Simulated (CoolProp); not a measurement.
Properties of nitrogen at several states.

The numbers come from the reference Helmholtz-energy equation of state, Span 2000 in CoolProp.

```
T (K)  p (kPa)          phase       Z  Joule-Thomson coefficient (K/MPa)  isothermal compressibility (1/MPa)  expansivity (1/kK)
-----  -------  -------------  ------  ---------------------------------  ----------------------------------  ------------------
555.1     13.3            gas   1.000                                ___                               75.18               1.802
197        709            gas  0.9840                                ___                               1.433               5.394
677.7     5000  supercritical   1.021                                ___                              0.1957               1.466
769.6     5960  supercritical   1.024                                ___                              0.1638               1.285
450.7     6000  supercritical   1.024                                ___                              0.1624               2.269
```

**Question.** What belongs in the gaps?

**Answer.** 
- 555.1, Joule-Thomson coefficient (K/MPa): 0.1715
- 197, Joule-Thomson coefficient (K/MPa): 4.732
- 677.7, Joule-Thomson coefficient (K/MPa): -0.2356
- 769.6, Joule-Thomson coefficient (K/MPa): -0.3955
- 450.7, Joule-Thomson coefficient (K/MPa): 0.4738
